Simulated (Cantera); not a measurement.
## Equilibrium for fluorocarbon and chlorocarbon gases: C₂F₆ + CH₄

Input: 1 mol C₂F₆, 0.1 mol CH₄, at 75.0 Torr.

Method: chemical equilibrium by Gibbs-energy minimisation in Cantera with the NASA 1993 tables (ideal gas, pure condensed phases). Candidate condensed phases: C, C₆H₆, C₇H₈, C₈H₁₈; 95 gas species. The feed counts by its element totals alone. The tables' values for C₂F₄ are old estimates; treat these amounts as uncertain. Gases not in the tables: C₂F₆ and larger saturated fluorocarbons. Equilibrium is a limit: real reactors are often held back by kinetics, nucleation or transport.

```csv
T (K),x CF₄,x F,x CF₂,x HF,x CF,x CF₃,n C(graphite)
1448,0.778,4.19e-6,5.33e-5,0.222,4.25e-10,2.40e-5,0.700
1648,0.777,0.000102,0.000887,0.222,5.62e-8,0.000236,0.699
1848,0.768,0.00124,0.00789,0.221,2.55e-6,0.00139,0.693
2048,0.725,0.00917,0.0443,0.215,5.36e-5,0.00557,0.660
2248,0.578,0.0454,0.165,0.195,0.000622,0.0152,0.545
2448,0.285,0.152,0.382,0.152,0.00422,0.0237,0.274
2648,0.0571,0.331,0.468,0.111,0.0166,0.0162,0.0975
2848,0.00558,0.509,0.345,0.0914,0.0422,0.00573,0.349
```
x: gas mole fraction; n: condensed amount in mol.

From 1448 K to 2848 K the condensed part is C(graphite). The main C-bearing gas is CF₄ at 1448 K and CF₂ at 2848 K.
